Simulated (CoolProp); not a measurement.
R1336mzz(E) along the isobar 0.171 MPa: density (kg/m³) from the reference equation and from simpler models built on Tc = 130.4 °C, pc = 2.779 MPa, ω = 0.413; each cubic takes its own stable root.

Model: reference Helmholtz-energy equation of state, Akasaka 2023, in CoolProp.

| T (°C) | phase | reference |
|---|---|---|
| -48.85 | liquid | 1521 |
| -34.55 | liquid | 1487 |
| -20.25 | liquid | 1451 |
| -5.95 | liquid | 1414 |
| 8.25 | liquid | 1375 |
| 22.55 | gas | 12.28 |
| 36.85 | gas | 11.57 |
| 51.15 | gas | 10.95 |
| 65.45 | gas | 10.41 |
| 79.75 | gas | 9.925 |
| 93.95 | gas | 9.492 |
| 108.25 | gas | 9.098 |
| 122.55 | gas | 8.737 |
| 136.85 | gas | 8.407 |

### Question
How far does each simpler model (van der Waals, Redlich-Kwong, Soave-Redlich-Kwong) lie from the reference over these 14 states: mean and median of the absolute difference, and the worst?

### Answer
- van der Waals: mean 32.3 %, median 2.2 %, worst -99.1 % at 8.25 °C and 0.171 MPa
- Redlich-Kwong: mean 12.3 %, median 1.2 %, worst -99.1 % at 8.25 °C and 0.171 MPa
- Soave-Redlich-Kwong: mean 4.6 %, median 0.6 %, worst -12.5 % at 8.25 °C and 0.171 MPa

At some of these states van der Waals, Redlich-Kwong gives the other phase, because its saturation line lies elsewhere.
